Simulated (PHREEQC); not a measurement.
Nickel, zinc or cadmium bath: speciation

A solution holds 0.019 mol ZnSO4, 0.009 mol NaCl and 0.0004 mol HCl per kg of water, at 25 °C. It is in equilibrium with CO2 at log p = -3.4 (atm). Otherwise closed; pH follows from the charge balance.

The numbers come from PHREEQC with the ion-association model, phreeqc.dat.

This is a speciation only: nothing precipitates in the calculation.

**Question.** What pH, specific conductance does the model give?

**Answer.** pH 3.65; specific conductance 3400 µS/cm.

**Question.** In which forms is Zn present?

**Answer.** Zn+2 63 %, ZnSO4 33 %, Zn(SO4)2-2 3.1 %, ZnCl+ 0.7 % of the Zn.
